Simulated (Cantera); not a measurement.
# Diamond growth

A diamond (100) surface in a fixed gas of H2 with x(CH4) = 0.0029, x(H) = 0.049, x(CH3) = 2e-05, 0.257 atm; coverages are run to steady state.

Computed with Cantera and the Harris–Goodwin 1993 mechanism for the reconstructed diamond (100) surface.

| T (K) | growth (µm/h) | θ c6HH | θ c6H* | θ c6*H | θ c6** | θ c6HM |
|---|---|---|---|---|---|---|
| 900 | 1.66 | 0.691 | 0.0128 | 0.291 | 0.00463 | 0.000349 |
| 950 | 2.20 | 0.643 | 0.0166 | 0.333 | 0.00704 | 0.000280 |
| 1000 | 2.82 | 0.596 | 0.0209 | 0.372 | 0.0102 | 0.000227 |
| 1050 | 3.49 | 0.552 | 0.0256 | 0.408 | 0.0142 | 0.000185 |
| 1100 | 4.19 | 0.510 | 0.0306 | 0.439 | 0.0191 | 0.000152 |
| 1150 | 4.89 | 0.472 | 0.0359 | 0.467 | 0.0250 | 0.000126 |
| 1200 | 5.52 | 0.437 | 0.0412 | 0.490 | 0.0318 | 0.000103 |
| 1250 | 5.94 | 0.405 | 0.0466 | 0.509 | 0.0396 | 8.16e-5 |
| 1300 | 5.96 | 0.375 | 0.0519 | 0.524 | 0.0482 | 6.11e-5 |
| 1350 | 5.50 | 0.349 | 0.0572 | 0.536 | 0.0577 | 4.17e-5 |
| 1400 | 4.71 | 0.325 | 0.0623 | 0.545 | 0.0680 | 2.55e-5 |
θ: site fractions in the mechanism's names (c6HH fully hydrogenated, c6H* and c6*H radical sites, c6** diradical, c6HM methylated).
